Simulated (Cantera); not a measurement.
Charge: 1 mol CCl4, at 2350 K.

Cantera equilibrium calculation (NASA polynomials, part measured and part estimated; ideal gas, pure solids and liquids). Candidate condensed phases: C; 14 gas species. The numbers say what is thermodynamically allowed, not how fast it happens.

x: gas mole fraction; n: condensed amount in mol.

```json
[
 {"P (Pa)": "1", "x Cl": "0.994", "x Cl2": "1.85e-6", "x C3": "0.00413", "x C": "0.00185", "n C(graphite)": "0.940"},
 {"P (Pa)": "6.80", "x Cl": "0.999", "x Cl2": "1.27e-5", "x C3": "0.000607", "x C": "0.000273", "n C(graphite)": "0.991"},
 {"P (Pa)": "46", "x Cl": "1.000", "x Cl2": "8.61e-5", "x C3": "8.98e-5", "x C": "4.03e-5", "n C(graphite)": "0.999"},
 {"P (Pa)": "320", "x Cl": "0.999", "x Cl2": "…", "x C3": "…", "x C": "…", "n C(graphite)": "1.000"},
 {"P (Pa)": "2200", "x Cl": "0.996", "x Cl2": "0.00409", "x C3": "1.88e-6", "x C": "8.43e-7", "n C(graphite)": "1.000"},
 {"P (Pa)": "15000", "x Cl": "0.973", "x Cl2": "…", "x C3": "…", "x C": "…", "n C(graphite)": "0.999"},
 {"P (Pa)": "100000", "x Cl": "0.861", "x Cl2": "0.139", "x C3": "4.13e-8", "x C": "1.85e-8", "n C(graphite)": "0.995"}
]
```

Task: Complete the blanks.

Result: 
- 320, x Cl2: 0.000598
- 320, x C3: 1.29e-5
- 320, x C: 5.79e-6
- 15000, x Cl2: 0.0266
- 15000, x C3: 2.75e-7
- 15000, x C: 1.24e-7
